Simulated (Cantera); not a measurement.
A Cantera script and what it prints.

```python
import numpy as np
import cantera as ct

gas_names = [...]  # 130 gases of nasa_gas.yaml made of C, H, Mg, O, S
cond_names = """
    C(gr) C6H6(L) C7H8(L) C8H18(L),n-octa H2O(s) H2O(L) H2SO4(L) Mg(cr) Mg(L) MgCO3(s) MgO(s) MgO(L)
    MgO2H2(s) MgS(s) MgSO4(s) MgSO4(L) S(cr1) S(cr2) S(L)
""".split()


# ... load() reads the species with a 1 bar reference pressure and builds the phases ...
atoms = {
    'MgSO4': {'Mg': 1, 'S': 1, 'O': 4},
    'C': {'C': 1},
    'H2O': {'H': 2, 'O': 1},
}
top_T = {'C(gr)': 4500, 'MgS(s)': 2250}  # K; cautious upper limits of use, not melting points


# ... equilibrate(T, P, feed) seeds the gas with the atoms and calls Mixture.equilibrate('TP', solver="vcs", rtol=1e-11, max_steps=5000) ...
results = []
feed = {'MgSO4': 1, 'C': 1.8, 'H2O': 0.095}  # mol
T = 1200  # K
P = 22000  # Pa
mix = equilibrate(T, P, feed)
results.append((T, P, feed, dict(zip(mix.species_names, mix.species_moles))))
print(gas.report(threshold=0.0001))
for i in range(1, mix.n_phases):
    print(f"{mix.phase(i).name:16s} {mix.phase_moles(i):12.5e} mol")
```

Result:

```
       temperature   1200 K
          pressure   22000 Pa
           density   0.097514 kg/m^3
  mean mol. weight   44.224 kg/kmol
   phase of matter   gas

                          1 kg             1 kmol
                     ---------------   ---------------
          enthalpy       -4.0526e+06       -1.7922e+08  J
   internal energy       -4.2782e+06        -1.892e+08  J
           entropy            6636.9        2.9351e+05  J/K
    Gibbs function       -1.2017e+07       -5.3144e+08  J
 heat capacity c_p            1080.8             47799  J/K
 heat capacity c_v            892.82             39484  J/K

                      mass frac. Y      mole frac. X     chem. pot. / RT
                     ---------------   ---------------   ---------------
                CO           0.12999           0.20524           -40.274
               COS          0.040188          0.029587           -50.504
               CO2           0.53213           0.53473           -70.724
               CS2        0.00067089        0.00038972           -30.284
                H2         0.0002032         0.0044575           -24.905
               H2O         0.0064957          0.015946           -55.355
               H2S          0.015549           0.02018           -35.135
                SH        7.8878e-05        0.00010549           -22.683
               SO2         0.0023167         0.0015994            -71.13
                S2           0.27158           0.18731            -20.46
               S2O         0.0007624        0.00042083            -50.91
     [ +119 minor]        3.1839e-05        2.9489e-05

C(gr)             0.00000e+00 mol
Mg(L)             0.00000e+00 mol
MgO(s)            1.00000e+00 mol
MgS(s)            0.00000e+00 mol
MgSO4(s)          0.00000e+00 mol
S(L)              0.00000e+00 mol
```

Equilibrium computed with Cantera from the NASA thermochemical tables; the gas is ideal and each condensed phase is pure. Gases not in the tables: S3 to S7.
